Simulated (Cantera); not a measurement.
A perfectly stirred reactor is fed with CH₄ : C₂H₆ : O₂ : N₂ = 1 : 0.54 : 3.93 : 14.8 (molar parts), equivalence ratio 0.99, at 7.40 bar; it is adiabatic with a 650 K inlet, and is followed from long to short residence time, starting on the burning branch (τ in s: 0.14, 0.057, 0.023, 0.0093, 0.0038, 0.0015, 0.00062, 0.00025, 0.0001, 4.2e-05, 1.7e-05, 6.8e-06).

Cantera simulation using GRI-Mech 3.0 (53 species, 325 reactions); the numbers are that mechanism's predictions, not measurements.

Q: Predict: blow-out, bracketed by the residence times tried; x(CH₄) at τ = 0.140 s; x(C₂H₆) at τ = 0.140 s; x(O₂) at τ = 0.140 s; x(HO₂) at τ = 0.140 s; x(HCN) at τ = 0.140 s; x(CH₄) at τ = 0.620 ms; x(C₂H₆) at τ = 0.620 ms; x(O₂) at τ = 0.620 ms; x(HO₂) at τ = 0.620 ms; x(HCN) at τ = 0.620 ms.

A: 
- blow-out, bracketed by the residence times tried: burning at 17.0 µs, out at 6.80 µs
- x(CH₄) at τ = 0.140 s: 1.82e-7
- x(C₂H₆) at τ = 0.140 s: 7.78e-9
- x(O₂) at τ = 0.140 s: 0.00690
- x(HO₂) at τ = 0.140 s: 2.15e-6
- x(HCN) at τ = 0.140 s: 8.17e-8
- x(CH₄) at τ = 0.620 ms: 2.38e-5
- x(C₂H₆) at τ = 0.620 ms: 1.66e-6
- x(O₂) at τ = 0.620 ms: 0.0115
- x(HO₂) at τ = 0.620 ms: 4.69e-6
- x(HCN) at τ = 0.620 ms: 2.22e-6
